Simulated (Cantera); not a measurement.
Input (Python, Cantera):

```python
import numpy as np
import cantera as ct

gas = ct.Solution("gri30.yaml")
gas.TP = 300, 54000
flame = ct.CounterflowDiffusionFlame(gas, width=0.02)
flame.fuel_inlet.X, flame.fuel_inlet.T = {'CH4': 1, 'N2': 0.37}, 325
flame.oxidizer_inlet.X, flame.oxidizer_inlet.T = {'O2': 0.25, 'N2': 0.75}, 500
flame.set_refine_criteria(ratio=3, slope=0.12, curve=0.24, prune=0.03)
show = ['OH', 'H', 'NO', 'CO', 'C2H2']

rows = []
print(f"{'mdot':>8s}{'a_max':>10s}{'a_mean':>10s}{'Tmax/K':>9s}" + "".join(f"{s:>11s}" for s in show) + "   (peak mole fractions)")
for i, mdot in enumerate([0.14, 0.17, 0.2, 0.25, 0.31, 0.38, 0.46, 0.57, 0.7, 0.86]):  # kg/m2/s on the oxidiser side
    flame.oxidizer_inlet.mdot, flame.fuel_inlet.mdot = mdot, 0.82 * mdot
    flame.solve(loglevel=0, auto=(i == 0))
    if flame.T.max() < max(325, 500) + 100:
        print(f"{mdot:8.3g}  no burning solution found from the previous one")
        break
    dT = np.abs(np.gradient(flame.T, flame.grid))
    rows.append([flame.strain_rate("max"), flame.strain_rate("mean"), flame.T.max(),
                 *(flame.X[gas.species_index(s)].max() for s in show), max(dT[0], dT[-1]) / dT.max()])
    print(f"{mdot:8.3g}{rows[-1][0]:10.1f}{rows[-1][1]:10.1f}{rows[-1][2]:9.1f}" + "".join(f"{x:11.3e}" for x in rows[-1][3:-1]))
```

Output:

```
    mdot     a_max    a_mean   Tmax/K         OH          H         NO         CO       C2H2   (peak mole fractions)
    0.14     186.3      33.5   2155.6  1.120e-02  6.637e-03  3.241e-04  7.017e-02  1.401e-02
    0.17     219.5      40.7   2146.0  1.108e-02  6.761e-03  3.074e-04  6.941e-02  1.366e-02
     0.2     252.5      47.8   2138.1  1.097e-02  6.864e-03  2.929e-04  6.878e-02  1.335e-02
    0.25     307.1      59.8   2129.8  1.089e-02  7.038e-03  2.745e-04  6.820e-02  1.304e-02
    0.31     371.9      74.1   2122.4  1.083e-02  7.211e-03  2.564e-04  6.779e-02  1.275e-02
    0.38     445.8      90.9   2112.7  1.068e-02  7.336e-03  2.365e-04  6.731e-02  1.239e-02
    0.46     529.0     110.0   2103.8  1.054e-02  7.447e-03  2.176e-04  6.697e-02  1.204e-02
    0.57     642.1     136.3   2093.0  1.036e-02  7.547e-03  1.954e-04  6.663e-02  1.158e-02
     0.7     773.9     167.4   2081.6  1.015e-02  7.615e-03  1.735e-04  6.639e-02  1.108e-02
    0.86     934.0     205.6   2068.3  9.880e-03  7.635e-03  1.505e-04  6.616e-02  1.045e-02
```

Computed with Cantera and GRI-Mech 3.0 (53 species, 325 reactions). GRI-Mech 3.0 has no aromatics or soot, which form on the fuel side of real flames. The maximum strain rate includes the flame's own expansion and is several times the mean.
